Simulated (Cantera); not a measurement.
An isothermal, constant-pressure homogeneous reactor starts with CH4 : H2O : H2 = 1 : 0.98 : 0.43 (molar parts), at 1823 K and 0.110 bar.

Model: GRI-Mech 3.0 (53 species, 325 reactions), integrated in Cantera.

One state of this run: x CH4 = 0.00186; x H2O = 0.0168; x H2 = 0.760; x HCO = 1.48e-8; x C2H = 1.50e-7; x HO2 = <1e-12; x CH2CO = 5.80e-7. x: mole fraction; the columns are a selection and need not sum to one.

Task: Which value of t (s) does it belong to?
A. 0.767
B. 1.96
C. 5.00
D. 6.52e-5

Result: C, 5.00
